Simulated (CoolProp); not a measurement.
The fluid at 355.9 K and 9.11 MPa flows at 9.1 m/s in a round tube of 1 mm bore and 0.25 µm roughness, fully developed (64/Re and Nu = 3.66 if laminar; Colebrook and Gnielinski if turbulent). The same conditions are run with several fluids, on thermodynamics alone (safety and materials aside).

The numbers come from the reference Helmholtz-energy equation of state of each fluid (C2F6 (R116): Lemmon 2006; dry air: Lemmon 2000; oxygen: Schmidt 1985; R410A: Lemmon 2003; methane: Setzmann 1991) in CoolProp. Blends and air are pseudo-pure fits.

| fluid | Reynolds number | Darcy friction factor | pressure drop (Pa/m) | heat-transfer coefficient (W/(m² K)) | mass flow (kg/h) |
|---|---|---|---|---|---|
| C2F6 (R116) | 134000 | 0.0184 | 539000 | 14900 | 18.2 |
| dry air | 35300 | 0.0233 | 84800 | 2850 | ? |
| oxygen | 35500 | 0.0233 | 96000 | ? | 2.56 |
| R410A | ? | 0.0190 | 625000 | 25200 | 20.4 |
| methane | 32700 | 0.0237 | 51600 | ? | ? |

Question: What belongs in the gaps?

Answer: 
- dry air, mass flow (kg/h): 2.26
- oxygen, heat-transfer coefficient (W/(m² K)): 2960
- R410A, Reynolds number: 106000
- methane, heat-transfer coefficient (W/(m² K)): 4140
- methane, mass flow (kg/h): 1.35

Above 300 K oxygen's equation is extrapolated.

Transport values come from each fluid's own correlations; those of C2F6 (R116) are estimates that may be off by 10 % or more.
